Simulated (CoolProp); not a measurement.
Dimethyl ether along the isobar 6.96 bar: Z from the reference equation and from simpler models built on Tc = 127.2 °C, pc = 53.37 bar, ω = 0.196; each cubic takes its own stable root.

Computed with CoolProp (reference Helmholtz-energy equation of state, Wu 2011).

```
T (°C)   phase  reference  van der Waals  Redlich-Kwong
------  ------  ---------  -------------  -------------
10.85   liquid    0.01985         0.9053        0.02242
24.35   liquid    0.01956              ?         0.8877
37.95      gas     0.8801         0.9247         0.9021
51.55      gas     0.8989         0.9323         0.9140
65.05      gas          ?              ?              ?
78.65      gas     0.9251         0.9446         0.9325
92.25      gas          ?         0.9496         0.9398
105.75     gas     0.9422         0.9540         0.9460
119.35     gas     0.9488              ?         0.9514
132.95     gas     0.9543         0.9614         0.9562
```

Problem. What belongs in the gaps?

Solution. 
- 24.35, van der Waals: 0.9157
- 65.05, reference: 0.9134
- 65.05, van der Waals: 0.9389
- 65.05, Redlich-Kwong: 0.9240
- 92.25, reference: 0.9345
- 119.35, van der Waals: 0.9579

At some of these states van der Waals, Redlich-Kwong gives the other phase, because its saturation line lies elsewhere.
